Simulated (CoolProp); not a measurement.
Saturation properties of n-hexane (Tc = 507.8 K, pc = 30.44 bar, ω = 0.300).

Computed with CoolProp (reference Helmholtz-energy equation of state, Thol 2019).

```csv
T (K),p (bar),vapour density (kg/m³),liquid viscosity (µPa s)
266.2,0.04116,0.1610,?
291.4,?,0.5373,318
316.6,0.4251,1.429,250
341.9,1.014,3.233,200
367.1,2.103,6.460,162
392.4,3.931,11.86,132
417.6,6.749,20.45,?
442.9,10.89,34.14,?
```

### Question
Some entries are withheld; supply them.

### Answer

- 266.2, liquid viscosity (µPa s): 418
- 291.4, p (bar): 0.1492
- 417.6, liquid viscosity (µPa s): 108
- 442.9, liquid viscosity (µPa s): 87.4

It boils at 341.9 K under 1 atm.

Viscosity comes from a separate model (Michailidou 2013).
